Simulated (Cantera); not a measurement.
Input: 1 mol Cr2O3, 170 mol H2, 6.4 mol N2, at 1402 °C and 0.0100 bar.

These are equilibrium values from Cantera (NASA tables, ideal gas, pure condensed phases), not measurements of a reactor. Candidate condensed phases: Cr, CrN, Cr2N, Cr2O3, H2O; 29 gas species. Mutual solubility and eutectic melting of coexisting phases are not modelled. The numbers say what is thermodynamically allowed, not how fast it happens.

Base state: H2 0.958, N2 0.0362, H2O 0.00335, Cr 0.00139, H 0.00114 (mole fractions); condensed: Cr(s) + Cr2O3(s).

Task: What changes in the equilibrium state with this change: temperature from 1402 °C to 677 °C?

Result: 
| species | before | after |
|---|---|---|
| H2 | 0.958 | 0.964 |
| N2 | 0.0362 | 0.0363 |
| H2O | 0.00335 | 9.81e-6 |
| Cr | 0.00139 | <1e-9 |
| H | 0.00114 | 5.46e-9 |
| Cr(s), mol | 0.148 | 0 |
| Cr2O3(s), mol | 0.803 | 0.999 |
| CrN(s), mol | 0 | 0.00115 |
